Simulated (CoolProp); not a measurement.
Saturated liquid density (kg/m³) of nitrogen: the reference equation beside estimates from Tc = -147.0 °C, pc = 33.96 bar, ω = 0.037.

Computed with CoolProp (reference Helmholtz-energy equation of state, Span 2000).

| T (°C) | reference | van der Waals | Peng-Robinson |
|---|---|---|---|
| -194.45 | 799.9 | 549.7 | 904.6 |
| -191.15 | 784.6 | 539.1 | 885.4 |
| -187.85 | 768.7 | 528.1 | 865.1 |
| -184.55 | 752.2 | 516.6 | 843.4 |
| -181.15 | 734.5 | 504.0 | 819.6 |
| -177.85 | 716.6 | 491.2 | 794.8 |
| -174.55 | 697.7 | 477.6 | 768.1 |
| -171.25 | 677.7 | 463.0 | 739.2 |
| -167.85 | 655.5 | 446.9 | 706.8 |
| -164.55 | 632.1 | 429.8 | 672.2 |
| -161.25 | 606.2 | 411.1 | 633.7 |
| -157.95 | 576.8 | 389.9 | 590.1 |

Absolute difference from the reference over all 12 rows, mean and median: van der Waals 31.6 and 31.5 %, Peng-Robinson 9.4 and 10.5 %.
